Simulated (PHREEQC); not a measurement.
A PHREEQC input (ion-association model, phreeqc.dat):

```
SOLUTION 1
  temp 25
  units mg/L
  pH 5.62
  pe 12.2
  Na 0.0594
  K 0.0133
  Ca 0.103
  Mg 0.0257
  Cl 0.167
  S(6) 0.135 as SO4
  Alkalinity 0.149 as HCO3
  F 1.92e-05
  O(0) 0.0082
  Li 0.000588
END
USE solution 1
EQUILIBRIUM_PHASES 1
  Gypsu 0 0
  CO2(g) -2 10
END
```

It stops with these messages:

```
ERROR: Phase not found in database, Gypsu.
ERROR: Calculations terminating due to input errors.
```

The fault: the phase Gypsum misspelt. The line should read `Gypsum` where the input has `Gypsu`. With the mend the run ends at pH 4.95 and ionic strength 2.64e-5 mol/kgw.
